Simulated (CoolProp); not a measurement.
Computed with CoolProp (reference Helmholtz-energy equation of state, Schroeder 2014).

Task: For ethanol, give the phase and the cv (kJ/(kg K)), speed of sound (m/s), viscosity (µPa s), Prandtl number at 524.5 K and 9.4 MPa.

Result: 
- 524.5 K and 9.4 MPa: supercritical; cv 3.25, speed of sound 280, viscosity 54.6, Prandtl number 2.94

Viscosity comes from a separate model (Kiselev 2005). Thermal conductivity comes from a separate model (Assael 2013).
